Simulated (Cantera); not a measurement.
Predominance diagram of Mg at 1625 K against the partial pressures of O2 and SO2 (log10, bar). Source: NASA polynomial tables (part measured, part estimated), evaluated in Cantera. Candidates: Mg(l), MgO(s), MgS(s), MgSO4(l). Only these pure phases compete in this equilibrium. 

Problem. Which phase is stable at these pairs, and which metal-bearing vapour leads over it? (-14, -9.5); (-8, -6); (-6, -6); (-18, -11.2); (-8, -2.5); (-16, -13); (-8, -4.2)

Solution. 
```csv
log p(O2),log p(SO2),phase,chief vapour,log p (bar)
-14,-9.5,MgO(s),Mg,-5.8
-8,-6,MgO(s),Mg,-8.8
-6,-6,MgO(s),Mg,-9.8
-18,-11.2,MgS(s),Mg,-6.3
-8,-2.5,MgO(s),Mg,-8.8
-16,-13,MgO(s),Mg,-4.8
-8,-4.2,MgO(s),Mg,-8.8
```
